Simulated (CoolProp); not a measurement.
Vapour-liquid equilibrium of CH2F2 (R32) (1) + R123 (2) at 179 kPa; x and y are mole fractions of (1).

Values from CoolProp's multi-fluid Helmholtz-energy mixture model, Tillner-Roth 1997 and Younglove 1994; pair parameters Bell 2016.

```csv
x,"bubble temperature, mixture model (K)","bubble temperature, Raoult's law (K)","y, mixture model","y, Raoult's law"
0.05,296.9,299.5,0.518,0.490
0.15,271.5,278.4,0.844,0.804
0.25,258.5,266.1,0.925,0.902
0.35,251.0,257.8,0.954,0.944
0.45,246.3,251.7,0.968,0.966
0.55,243.1,246.9,0.977,0.979
0.65,240.6,243.0,0.983,0.987
0.75,238.5,239.7,0.987,0.992
0.85,236.5,236.9,0.992,0.996
0.95,234.4,234.5,0.997,0.999
```

The largest gap from Raoult's law is -7.6 K in bubble temperature, at x = 0.25. No azeotrope shows between x = 0.05 and 0.95.

The pair parameters rest on a limited set of measurements; away from them the model extrapolates.
